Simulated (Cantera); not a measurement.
## Adiabatic ignition

An adiabatic, constant-pressure homogeneous reactor starts with 19.6 % H2, 16.9 % O2, 63.4 % N2, 0.196 % NO, at 1450 K and 101000 Pa.

Computed with Cantera and GRI-Mech 3.0 (53 species, 325 reactions).

```tsv
t (s)	T (K)	x H2	x O2	x NO	x OH	x H2O2
1.00e-6	1450	0.196	0.169	0.00196	2.15e-8	4.15e-10
2.66e-6	1450	0.196	0.169	0.00196	1.68e-7	2.81e-9
7.09e-6	1450	0.196	0.169	0.00196	1.09e-5	3.27e-8
1.89e-5	1710	0.0275	0.0804	0.00199	0.0175	1.73e-6
5.03e-5	2205	0.0205	0.0734	0.00212	0.0267	3.56e-7
0.000134	2503	0.0115	0.0724	0.00232	0.0252	2.90e-7
0.000356	2608	0.00728	0.0727	0.00286	0.0216	4.57e-7
0.000949	2609	0.00714	0.0721	0.00415	0.0214	4.63e-7
0.00253	2606	0.00710	0.0708	0.00703	0.0211	4.56e-7
0.00673	2600	0.00704	0.0688	0.0115	0.0206	4.46e-7
0.0179	2597	0.00701	0.0676	0.0142	0.0203	4.40e-7
0.0477	2597	0.00701	0.0675	0.0144	0.0203	4.39e-7
0.127	2597	0.00701	0.0675	0.0144	0.0203	4.39e-7
0.338	2597	0.00701	0.0675	0.0144	0.0203	4.39e-7
0.900	2597	0.00701	0.0675	0.0144	0.0203	4.39e-7
```
x: mole fraction; the columns are a selection and need not sum to one.

```
Item                                                                 Value
---------------------------------  ---------------------------------------
time of steepest temperature rise                                  16.0 µs
temperature at 0.900 s                                              2597 K
equilibrium temperature                                             2597 K
x(H2) at 0.900 s                   0.00701 (gas-phase equilibrium 0.00701)
x(O2) at 0.900 s                     0.0675 (gas-phase equilibrium 0.0675)
x(NO) at 0.900 s                     0.0144 (gas-phase equilibrium 0.0144)
```
